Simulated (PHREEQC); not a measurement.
A made-up water analysis in mg/kgw, 26 °C, pH 3.5, pe 8.5: Na 1960; K 187; Ca 29.6; Mg 47.4; Cl 1170; S(6) as SO4 3120; Al 32.6; Mn(2) 1.5; Li 0.28.

Valence states are taken as typed.

Model: ion-association model, phreeqc.dat, run in PHREEQC.

This is a speciation only: nothing precipitates in the calculation.

### Question
Predict the ionic strength, charge-balance error, density.

### Answer
ionic strength 0.117 mol/kgw; charge-balance error 1.1 %; density 1.002 g/cm³.

### Question
In which forms is K present?

### Answer
K+ 94 %, KSO4- 5.9 % of the K.

Species that the database lacks are ignored.
